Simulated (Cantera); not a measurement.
Input: 1 mol SiC, 0.05 mol H2O, 4.8 mol N2, held at 2198.15 K and 4.60 Pa.

Cantera equilibrium calculation (NASA polynomials, part measured and part estimated; ideal gas, pure solids and liquids). Candidate condensed phases: C, C6H6, C7H8, C8H18, H2O, Si, SiC, SiO2, Si2N2O, Si3N4; 151 gas species. The tables' values for SiN are old estimates; treat these amounts as uncertain. Kinetics and transport are ignored.

Base state: N2 0.807, Si 0.151, H 0.0156, SiC2 0.0144, CO 0.00840, Si2C 0.00157, CN 0.000785, HCN 0.000510 (mole fractions); condensed: C(graphite).

### Question
What changes in the equilibrium state with this change: temperature from 2198.15 K to 1700 K?

### Answer
```tsv
species	before	after
N2	0.807	0.976
H2	0.000359	0.00911
CO	0.00840	0.00640
Si	0.151	0.00262
SiC2	0.0144	1.43e-7
H	0.0156	0.00207
SiO	2.13e-5	0.00377
C3	5.06e-5	<1e-9
C	3.21e-5	<1e-9
SiC	1.20e-5	<1e-9
C(graphite), mol	0.761	0
SiC(s), mol	0	0.968
```

### Question
What changes in the equilibrium state with this change: temperature from 2198.15 K to 2273 K?

### Answer
| species | before | after |
|---|---|---|
| N2 | 0.807 | 0.806 |
| Si | 0.151 | 0.148 |
| SiC2 | 0.0144 | 0.0186 |
| H | 0.0156 | 0.0160 |
| C2 | 4.41e-6 | 1.94e-5 |
| C3 | 5.06e-5 | 0.000219 |
| C(graphite), mol | 0.761 | 0.706 |
